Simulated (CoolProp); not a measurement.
Vapour-liquid equilibrium of R152A (1) + R113 (2) at 319.7 K; x and y are mole fractions of (1).

Values from CoolProp's multi-fluid Helmholtz-energy mixture model, Outcalt 1996 and Marx 1992; pair parameters Bell 2016.

```json
[
 {"x": "0.05", "bubble pressure (MPa)": "0.1840", "y at the bubble point": "0.475", "dew pressure at overall composition x (MPa)": "0.1030", "liquid density (mol/L)": "8.216"},
 {"x": "0.125", "bubble pressure (MPa)": "0.3017", "y at the bubble point": "0.689", "dew pressure at overall composition x (MPa)": "0.1117", "liquid density (mol/L)": "(withheld)"},
 {"x": "0.2", "bubble pressure (MPa)": "0.4051", "y at the bubble point": "0.777", "dew pressure at overall composition x (MPa)": "(withheld)", "liquid density (mol/L)": "8.704"},
 {"x": "0.275", "bubble pressure (MPa)": "0.4947", "y at the bubble point": "0.824", "dew pressure at overall composition x (MPa)": "0.1344", "liquid density (mol/L)": "8.966"},
 {"x": "0.35", "bubble pressure (MPa)": "0.5719", "y at the bubble point": "0.855", "dew pressure at overall composition x (MPa)": "0.1495", "liquid density (mol/L)": "9.242"},
 {"x": "0.425", "bubble pressure (MPa)": "0.6389", "y at the bubble point": "0.877", "dew pressure at overall composition x (MPa)": "0.1685", "liquid density (mol/L)": "9.533"},
 {"x": "0.5", "bubble pressure (MPa)": "0.6983", "y at the bubble point": "0.894", "dew pressure at overall composition x (MPa)": "0.1928", "liquid density (mol/L)": "9.842"},
 {"x": "0.575", "bubble pressure (MPa)": "0.7527", "y at the bubble point": "(withheld)", "dew pressure at overall composition x (MPa)": "0.2251", "liquid density (mol/L)": "10.17"},
 {"x": "0.65", "bubble pressure (MPa)": "0.8046", "y at the bubble point": "0.922", "dew pressure at overall composition x (MPa)": "0.2701", "liquid density (mol/L)": "10.53"},
 {"x": "0.725", "bubble pressure (MPa)": "0.8566", "y at the bubble point": "0.935", "dew pressure at overall composition x (MPa)": "0.3369", "liquid density (mol/L)": "10.92"},
 {"x": "0.8", "bubble pressure (MPa)": "0.9107", "y at the bubble point": "0.949", "dew pressure at overall composition x (MPa)": "0.4446", "liquid density (mol/L)": "11.34"},
 {"x": "0.875", "bubble pressure (MPa)": "(withheld)", "y at the bubble point": "0.966", "dew pressure at overall composition x (MPa)": "0.6337", "liquid density (mol/L)": "11.81"},
 {"x": "0.95", "bubble pressure (MPa)": "1.033", "y at the bubble point": "0.985", "dew pressure at overall composition x (MPa)": "0.9128", "liquid density (mol/L)": "12.34"}
]
```

Problem. Complete the blanks.

Solution. 
- 0.125, liquid density (mol/L): 8.455
- 0.2, dew pressure at overall composition x (MPa): 0.1220
- 0.575, y at the bubble point: 0.908
- 0.875, bubble pressure (MPa): 0.9688

No azeotrope shows between x = 0.05 and 0.95.

Pair parameters are fitted to limited data, so mixtures are less certain than the pure fluids.
